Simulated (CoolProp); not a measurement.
Vapour-liquid equilibrium of p-xylene (1) + n-nonane (2) at 0.908 MPa; x and y are mole fractions of (1).

Model: multi-fluid Helmholtz-energy mixture model, Zhou 2012 and Lemmon 2006; pair parameters Bell 2016, in CoolProp.

| x | bubble temperature, mixture model (K) | bubble temperature, Raoult's law (K) | y, mixture model | y, Raoult's law |
|---|---|---|---|---|
| 0.05 | 530.6 | 530.7 | 0.058 | 0.061 |
| 0.125 | 529.4 | 529.6 | 0.144 | 0.150 |
| 0.2 | 528.2 | 528.5 | 0.226 | 0.237 |
| 0.275 | 527.1 | 527.4 | 0.307 | 0.320 |
| 0.35 | 526.1 | 526.3 | 0.385 | 0.401 |
| 0.425 | 525.1 | 525.3 | 0.462 | 0.479 |
| 0.5 | 524.1 | 524.3 | 0.537 | 0.554 |
| 0.575 | 523.1 | 523.2 | 0.611 | 0.628 |
| 0.65 | 522.2 | 522.2 | 0.683 | 0.698 |
| 0.725 | 521.2 | 521.3 | 0.754 | 0.767 |
| 0.8 | 520.3 | 520.3 | 0.824 | 0.833 |
| 0.875 | 519.3 | 519.3 | 0.891 | 0.897 |
| 0.95 | 518.4 | 518.4 | 0.957 | 0.960 |

The largest gap from Raoult's law is -0.3 K in bubble temperature, at x = 0.275. No azeotrope shows between x = 0.05 and 0.95.

The pair parameters rest on a limited set of measurements; away from them the model extrapolates.
